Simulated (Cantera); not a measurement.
A Cantera script and its output.

```python
import numpy as np
import cantera as ct

gas = ct.Solution("gri30.yaml")
gas.TPX = 323, 500000, {'CH4': 1, 'O2': 1.67, 'N2': 6.27}
flame = ct.FreeFlame(gas, width=0.013)
flame.set_refine_criteria(ratio=3, slope=0.08, curve=0.16)
flame.transport_model = "mixture-averaged"
flame.solve(loglevel=0, auto=True)
z, T = flame.grid, flame.T
thick = (T[-1] - T[0]) / np.gradient(T, z).max()
show = ['CH4', 'O2', 'H2', 'CO', 'CH2', 'O']
print(f"laminar burning velocity  {flame.velocity[0] * 100:.3f} cm/s")
print(f"burnt temperature         {T[-1]:.1f} K")
print(f"thermal thickness         {thick * 1e3:.4f} mm")
print(f"grid points               {len(z)}")
z0 = z[flame.heat_release_rate.argmax()]
print(f"{'z/mm':>9s}{'T/K':>9s}{'u/(m/s)':>9s}" + "".join(f"{s:>11s}" for s in show))
rows = []
for k in (-3, -2, -1.5, -1, -0.5, -0.25, 0, 0.25, 0.5, 1, 2, 4, 8):
    zz = z0 + k * thick
    rows.append([k * thick, np.interp(zz, z, T), np.interp(zz, z, flame.velocity),
                 *(np.interp(zz, z, flame.X[gas.species_index(s)]) for s in show)])
    print(f"{rows[-1][0] * 1e3:9.3f}{rows[-1][1]:9.1f}{rows[-1][2]:9.3f}" + "".join(f"{x:11.3e}" for x in rows[-1][3:]))
```

Output:

```
laminar burning velocity  16.994 cm/s
burnt temperature         2159.2 K
thermal thickness         0.1845 mm
grid points               137
     z/mm      T/K  u/(m/s)        CH4         O2         H2         CO        CH2          O
   -0.553    323.3    0.170  1.117e-01  1.866e-01  1.258e-03  4.493e-06  2.679e-21  7.034e-14
   -0.369    328.1    0.173  1.110e-01  1.858e-01  3.986e-03  8.156e-05  9.555e-18  8.275e-13
   -0.277    350.9    0.186  1.092e-01  1.839e-01  7.559e-03  5.009e-04  9.721e-16  6.007e-12
   -0.184    504.6    0.270  9.910e-02  1.721e-01  1.409e-02  3.964e-03  3.613e-13  2.241e-10
   -0.092   1069.9    0.583  6.263e-02  1.207e-01  2.223e-02  2.121e-02  5.585e-09  7.411e-07
   -0.046   1509.6    0.828  3.242e-02  7.394e-02  2.604e-02  3.784e-02  9.049e-07  1.703e-05
    0.000   1903.1    1.049  6.758e-03  2.683e-02  2.777e-02  5.253e-02  2.772e-05  1.192e-04
    0.046   2057.8    1.132  4.463e-04  5.957e-03  2.631e-02  5.185e-02  1.514e-05  2.081e-04
    0.092   2095.2    1.149  2.487e-05  1.524e-03  2.595e-02  4.750e-02  1.310e-06  1.826e-04
    0.184   2122.1    1.161  2.922e-07  3.727e-04  2.635e-02  4.495e-02  1.555e-08  9.729e-05
    0.369   2142.0    1.171  2.132e-09  1.211e-04  2.652e-02  4.463e-02  7.320e-11  3.537e-05
    0.738   2153.4    1.177  3.261e-11  3.582e-05  2.655e-02  4.474e-02  4.716e-13  1.066e-05
    1.476   2158.0    1.179  2.424e-12  1.251e-05  2.655e-02  4.479e-02  1.442e-14  3.927e-06
```

Model: GRI-Mech 3.0 (53 species, 325 reactions), integrated in Cantera. Burning velocities carry a grid error of a few per cent, more on coarse grids.
